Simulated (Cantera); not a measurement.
What does this Cantera script print?

```python
import numpy as np
import cantera as ct

gas_names = """
    CL CL2 H HCL H2 Li LiCL LiH Li2 Li2CL2 Li3CL3
""".split()
cond_names = """
    Li(cr) Li(L) LiCL(s) LiCL(L) LiH(s) LiH(L)
""".split()


# ... load() reads the species with a 1 bar reference pressure and builds the phases ...
atoms = {
    'LiCl': {'Li': 1, 'CL': 1},
    'HCl': {'H': 1, 'CL': 1},
    'H2': {'H': 2},
}
top_T = {}  # K; cautious upper limits of use, not melting points


# ... equilibrate(T, P, feed) seeds the gas with the atoms and calls Mixture.equilibrate('TP', solver="vcs", rtol=1e-11, max_steps=5000) ...
results = []
feed = {'LiCl': 1, 'HCl': 0.11, 'H2': 0.31}  # mol
T = 1073  # K
P = 0.87  # Pa
mix = equilibrate(T, P, feed)
results.append((T, P, feed, dict(zip(mix.species_names, mix.species_moles))))
print(gas.report(threshold=0.001))
for i in range(1, mix.n_phases):
    print(f"{mix.phase(i).name:16s} {mix.phase_moles(i):12.5e} mol")
```

It prints:

```
       temperature   1073 K
          pressure   0.87 Pa
           density   3.2478e-06 kg/m^3
  mean mol. weight   33.304 kg/kmol
   phase of matter   gas

                          1 kg             1 kmol
                     ---------------   ---------------
          enthalpy       -3.6085e+06       -1.2018e+08  J
   internal energy       -3.8763e+06        -1.291e+08  J
           entropy             10231        3.4075e+05  J/K
    Gibbs function       -1.4587e+07        -4.858e+08  J
 heat capacity c_p            1075.2             35808  J/K
 heat capacity c_v            825.52             27493  J/K

                      mass frac. Y      mole frac. X     chem. pot. / RT
                     ---------------   ---------------   ---------------
               HCL          0.085281          0.077904           -49.011
                H2           0.01329           0.21955           -30.852
              LiCL           0.88698           0.69687           -61.932
            Li2CL2          0.014445         0.0056747           -123.86
     [   +7 minor]        7.0159e-06        4.6273e-06

Li(L)             0.00000e+00 mol
LiCL(L)           0.00000e+00 mol
LiH(L)            0.00000e+00 mol
```

These are equilibrium values from Cantera (NASA tables, ideal gas, pure condensed phases), not measurements of a reactor.
